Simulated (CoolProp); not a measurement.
Vapour-liquid equilibrium of diethyl ether (1) + ethanol (2) at 422.3 K; x and y are mole fractions of (1).

Values from CoolProp's multi-fluid Helmholtz-energy mixture model, Thol 2014 and Schroeder 2014; pair parameters Bell 2016.

**Question.** Give the bubble pressure and the first vapour's composition at x = 0.425, 0.5, 0.65. Is there an azeotrope?

**Answer.** x = 0.425: 1.510 MPa, y = 0.562; x = 0.5: 1.569 MPa, y = 0.616; x = 0.65: 1.663 MPa, y = 0.717. No azeotrope shows between x = 0.05 and 0.95.

The pair parameters rest on a limited set of measurements; away from them the model extrapolates.
